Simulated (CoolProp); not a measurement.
Vapour pressure (MPa) of C2F6 (R116): the reference equation beside estimates from Tc = 293.0 K, pc = 3.048 MPa, ω = 0.257.

Model: reference Helmholtz-energy equation of state, Lemmon 2006, in CoolProp. It is a short technical equation, of lower accuracy than the large ones.

```json
[
 {"T (K)": "205.5", "reference": "0.1719", "Lee-Kesler": "0.1719", "van der Waals": "0.6167", "Redlich-Kwong": "0.2707"},
 {"T (K)": "213.9", "reference": "0.2521", "Lee-Kesler": "0.2528", "van der Waals": "0.7540", "Redlich-Kwong": "0.3759"},
 {"T (K)": "222.3", "reference": "0.3579", "Lee-Kesler": "0.3596", "van der Waals": "0.9097", "Redlich-Kwong": "0.5073"},
 {"T (K)": "230.7", "reference": "0.4941", "Lee-Kesler": "0.4968", "van der Waals": "1.085", "Redlich-Kwong": "0.6681"},
 {"T (K)": "239.1", "reference": "0.6658", "Lee-Kesler": "0.6692", "van der Waals": "1.279", "Redlich-Kwong": "0.8611"},
 {"T (K)": "247.5", "reference": "0.8782", "Lee-Kesler": "0.8822", "van der Waals": "1.495", "Redlich-Kwong": "1.089"},
 {"T (K)": "255.9", "reference": "1.137", "Lee-Kesler": "1.141", "van der Waals": "1.732", "Redlich-Kwong": "1.355"},
 {"T (K)": "264.3", "reference": "1.449", "Lee-Kesler": "1.454", "van der Waals": "1.990", "Redlich-Kwong": "1.662"},
 {"T (K)": "272.7", "reference": "1.822", "Lee-Kesler": "1.827", "van der Waals": "2.271", "Redlich-Kwong": "2.011"},
 {"T (K)": "281.1", "reference": "2.265", "Lee-Kesler": "2.271", "van der Waals": "2.575", "Redlich-Kwong": "2.405"}
]
```

Absolute difference from the reference over all 10 rows, mean and median: Lee-Kesler 0.4 and 0.3 %, van der Waals 102.2 and 81.2 %, Redlich-Kwong 28.7 and 26.7 %.
